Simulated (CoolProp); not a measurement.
Vapour pressure (MPa) of sulfur hexafluoride: the reference equation beside estimates from Tc = 318.7 K, pc = 3.755 MPa, ω = 0.210. Clausius-Clapeyron is anchored at 238.1 K with a constant enthalpy of vaporisation of 15.22 kJ/mol.

The numbers come from the reference Helmholtz-energy equation of state, Guder 2009 in CoolProp.

```
T (K)  reference  Clausius-Clapeyron  van der Waals  Peng-Robinson
-----  ---------  ------------------  -------------  -------------
238.1     0.4106              0.4106          1.040         0.4150
243.5     0.4984              0.4869          1.159              …
248.9     0.5996              0.5732          1.286         0.6049
254.4     0.7176              0.6719              …         0.7236
259.8     0.8494              0.7803          1.569              …
265.2     0.9984              0.9006          1.722          1.006
270.6      1.166               1.034          1.885          1.175
276            …               1.180              …          1.364
```

Problem. Fill in the missing entries.

Solution. 
- 243.5, Peng-Robinson: 0.5033
- 254.4, van der Waals: 1.424
- 259.8, Peng-Robinson: 0.8562
- 276, reference: 1.353
- 276, van der Waals: 2.056

Absolute difference from the reference over all 8 rows, mean and median: Clausius-Clapeyron 6.9 and 7.3 %, van der Waals 96.2 and 91.6 %, Peng-Robinson 0.9 and 0.8 %.
